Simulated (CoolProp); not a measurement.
CF4 (R14) at 293.15 K and 2.66 MPa is throttled through a valve to 0.736 MPa with no heat exchange. Each further row changes one setting.

The numbers come from the reference Helmholtz-energy equation of state, Platzer 1990 in CoolProp. This equation is an older, rougher fit.

| case | temperature change (K) | final density (kg/m³) |
|---|---|---|
| as stated | -11.6 | 28.6 |
| outlet pressure 0.221 MPa | -14.8 | 8.49 |
| outlet pressure 0.957 MPa | -10.2 | 37.4 |
